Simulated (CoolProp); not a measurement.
Properties of octamethylcyclotetrasiloxane (D4) along the isotherm 346.85 °C.

Model: reference Helmholtz-energy equation of state, Thol 2015, in CoolProp.

| p (MPa) | phase | density (kg/m³) | cv (kJ/(kg K)) | isothermal compressibility (1/MPa) |
|---|---|---|---|---|
| 0.0107 | gas | 0.6171 | 2.011 | 93.67 |
| 0.0242 | gas | 1.400 | 2.011 | 41.54 |
| 0.0552 | gas | 3.214 | 2.012 | 18.33 |
| 0.126 | gas | 7.451 | 2.013 | 8.160 |
| 0.286 | gas | 17.56 | 2.017 | 3.739 |
| 0.65 | gas | 44.00 | 2.027 | 1.838 |
| 1.48 | supercritical | 142.0 | 2.063 | 1.288 |
| 3.37 | supercritical | 483.4 | 2.069 | 0.1119 |
